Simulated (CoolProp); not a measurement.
Vapour-liquid equilibrium of nitrogen (1) + oxygen (2) at -161.35 °C; x and y are mole fractions of (1).

The numbers come from the multi-fluid Helmholtz-energy mixture model, Span 2000 and Schmidt 1985; pair parameters Gernert 2013 in CoolProp.

```json
[
 {"x": "0.05", "bubble pressure, mixture model (kPa)": "669.7", "bubble pressure, Raoult's law (kPa)": "664.5", "y, mixture model": "(withheld)", "y, Raoult's law": "0.122"},
 {"x": "0.125", "bubble pressure, mixture model (kPa)": "749.7", "bubble pressure, Raoult's law (kPa)": "740.3", "y, mixture model": "0.258", "y, Raoult's law": "0.274"},
 {"x": "0.2", "bubble pressure, mixture model (kPa)": "826.2", "bubble pressure, Raoult's law (kPa)": "816.1", "y, mixture model": "(withheld)", "y, Raoult's law": "0.398"},
 {"x": "0.275", "bubble pressure, mixture model (kPa)": "(withheld)", "bubble pressure, Raoult's law (kPa)": "891.9", "y, mixture model": "0.463", "y, Raoult's law": "0.501"},
 {"x": "0.35", "bubble pressure, mixture model (kPa)": "972.7", "bubble pressure, Raoult's law (kPa)": "967.7", "y, mixture model": "(withheld)", "y, Raoult's law": "0.588"},
 {"x": "0.425", "bubble pressure, mixture model (kPa)": "1044", "bubble pressure, Raoult's law (kPa)": "1043", "y, mixture model": "0.612", "y, Raoult's law": "0.662"},
 {"x": "0.5", "bubble pressure, mixture model (kPa)": "1116", "bubble pressure, Raoult's law (kPa)": "1119", "y, mixture model": "0.675", "y, Raoult's law": "0.726"},
 {"x": "0.575", "bubble pressure, mixture model (kPa)": "1187", "bubble pressure, Raoult's law (kPa)": "1195", "y, mixture model": "0.732", "y, Raoult's law": "0.782"},
 {"x": "0.65", "bubble pressure, mixture model (kPa)": "1260", "bubble pressure, Raoult's law (kPa)": "1271", "y, mixture model": "0.785", "y, Raoult's law": "0.831"},
 {"x": "0.725", "bubble pressure, mixture model (kPa)": "1334", "bubble pressure, Raoult's law (kPa)": "1347", "y, mixture model": "0.835", "y, Raoult's law": "0.875"},
 {"x": "0.8", "bubble pressure, mixture model (kPa)": "1409", "bubble pressure, Raoult's law (kPa)": "1422", "y, mixture model": "0.882", "y, Raoult's law": "0.914"},
 {"x": "0.875", "bubble pressure, mixture model (kPa)": "(withheld)", "bubble pressure, Raoult's law (kPa)": "1498", "y, mixture model": "(withheld)", "y, Raoult's law": "0.949"},
 {"x": "0.95", "bubble pressure, mixture model (kPa)": "(withheld)", "bubble pressure, Raoult's law (kPa)": "1574", "y, mixture model": "0.971", "y, Raoult's law": "0.980"}
]
```

### Question
What belongs in the gaps?

### Answer

- 0.05, y, mixture model: 0.118
- 0.2, y, mixture model: 0.370
- 0.275, bubble pressure, mixture model (kPa): 900.2
- 0.35, y, mixture model: 0.543
- 0.875, bubble pressure, mixture model (kPa): 1488
- 0.875, y, mixture model: 0.927
- 0.95, bubble pressure, mixture model (kPa): 1569

The largest gap from Raoult's law is +1.3 % in bubble pressure, at x = 0.125. No azeotrope shows between x = 0.05 and 0.95.

The pair parameters rest on a limited set of measurements; away from them the model extrapolates. The gap from Raoult's law changes sign with composition, which may be real or a fault of the pair parameters; it wasn't checked against measurements.
